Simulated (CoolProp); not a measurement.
Saturation properties of trans-2-butene.

Model: reference Helmholtz-energy equation of state, Lemmon 2005, in CoolProp. It is a short technical equation, of lower accuracy than the large ones.

```json
[
 {"T (°C)": "-46.65", "p (MPa)": "0.01056", "vapour density (kg/m³)": "0.3176", "enthalpy of vaporisation (kJ/kg)": "445.9"},
 {"T (°C)": "-28.85", "p (MPa)": "0.02775", "vapour density (kg/m³)": "0.7802", "enthalpy of vaporisation (kJ/kg)": "431.3"},
 {"T (°C)": "-11.05", "p (MPa)": "0.06274", "vapour density (kg/m³)": "1.667", "enthalpy of vaporisation (kJ/kg)": "416.0"},
 {"T (°C)": "6.75", "p (MPa)": "0.1261", "vapour density (kg/m³)": "3.197", "enthalpy of vaporisation (kJ/kg)": "399.7"},
 {"T (°C)": "24.65", "p (MPa)": "0.2315", "vapour density (kg/m³)": "5.663", "enthalpy of vaporisation (kJ/kg)": "381.8"},
 {"T (°C)": "42.45", "p (MPa)": "0.3928", "vapour density (kg/m³)": "9.382", "enthalpy of vaporisation (kJ/kg)": "362.1"},
 {"T (°C)": "60.25", "p (MPa)": "0.6269", "vapour density (kg/m³)": "14.82", "enthalpy of vaporisation (kJ/kg)": "340.1"},
 {"T (°C)": "78.05", "p (MPa)": "0.9519", "vapour density (kg/m³)": "22.61", "enthalpy of vaporisation (kJ/kg)": "314.8"}
]
```

It boils at 0.9 °C under 1 atm.
